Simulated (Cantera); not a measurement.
An adiabatic, constant-pressure homogeneous reactor starts with CH4 : O2 : N2 = 1 : 3.45 : 13 (molar parts), at 1725 K and 0.987 atm. Integrator tolerance rtol = 1e-08.

Detailed kinetics in Cantera: GRI-Mech 3.0 (53 species, 325 reactions).

What does this change do: constant volume in place of constant pressure?


```json
[
 {"quantity": "time of steepest temperature rise", "before": "0.173 ms", "after": "0.166 ms"},
 {"quantity": "temperature at 0.600 s", "before": "2618 K", "after": "2753 K"},
 {"quantity": "equilibrium temperature", "before": "2618 K", "after": "2753 K"},
 {"quantity": "x(CH4) at 0.600 s", "before": "<1e-12 (gas-phase equilibrium <1e-12)", "after": "<1e-12 (gas-phase equilibrium <1e-12)"},
 {"quantity": "x(O2) at 0.600 s", "before": "0.0743 (gas-phase equilibrium 0.0743)", "after": "0.0727 (gas-phase equilibrium 0.0727)"},
 {"quantity": "x(NO) at 0.600 s", "before": "0.0160 (gas-phase equilibrium 0.0160)", "after": "0.0194 (gas-phase equilibrium 0.0194)"},
 {"quantity": "x(CH2) at 0.600 s", "before": "<1e-12 (gas-phase equilibrium <1e-12)", "after": "<1e-12 (gas-phase equilibrium <1e-12)"},
 {"quantity": "x(CH3) at 0.600 s", "before": "<1e-12 (gas-phase equilibrium <1e-12)", "after": "<1e-12 (gas-phase equilibrium <1e-12)"},
 {"quantity": "x(H) at 0.600 s", "before": "0.00255 (gas-phase equilibrium 0.00255)", "after": "0.00388 (gas-phase equilibrium 0.00388)"},
 {"quantity": "x(C2H) at 0.600 s", "before": "<1e-12 (gas-phase equilibrium <1e-12)", "after": "<1e-12 (gas-phase equilibrium <1e-12)"}
]
```

What does this change do: 0.019 parts C2H6 added?


| quantity | before | after |
|---|---|---|
| time of steepest temperature rise | 0.173 ms | 98.3 µs |
| temperature at 0.600 s | 2618 K | 2633 K |
| equilibrium temperature | 2618 K | 2633 K |
| x(CH4) at 0.600 s | <1e-12 (gas-phase equilibrium <1e-12) | <1e-12 (gas-phase equilibrium <1e-12) |
| x(O2) at 0.600 s | 0.0743 (gas-phase equilibrium 0.0743) | 0.0710 (gas-phase equilibrium 0.0710) |
| x(NO) at 0.600 s | 0.0160 (gas-phase equilibrium 0.0160) | 0.0160 (gas-phase equilibrium 0.0160) |
| x(CH2) at 0.600 s | <1e-12 (gas-phase equilibrium <1e-12) | <1e-12 (gas-phase equilibrium <1e-12) |
| x(CH3) at 0.600 s | <1e-12 (gas-phase equilibrium <1e-12) | <1e-12 (gas-phase equilibrium <1e-12) |
| x(H) at 0.600 s | 0.00255 (gas-phase equilibrium 0.00255) | 0.00286 (gas-phase equilibrium 0.00286) |
| x(C2H) at 0.600 s | <1e-12 (gas-phase equilibrium <1e-12) | <1e-12 (gas-phase equilibrium <1e-12) |
